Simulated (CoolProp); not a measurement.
Vapour-liquid equilibrium of n-hexane (1) + hexamethyldisiloxane (MM) (2) at 454 K; x and y are mole fractions of (1).

The numbers come from the multi-fluid Helmholtz-energy mixture model, Thol 2019 and Thol 2016; pair parameters Bell 2016 in CoolProp.

Q: Give the bubble pressure and the first vapour's composition at x = 0.125, 0.35, 0.8. Is there an azeotrope?

A: x = 0.125: 0.7154 MPa, y = 0.180; x = 0.35: 0.8344 MPa, y = 0.454; x = 0.8: 1.143 MPa, y = 0.872. No azeotrope shows between x = 0.05 and 0.95.

Pair parameters are fitted to limited data, so mixtures are less certain than the pure fluids.
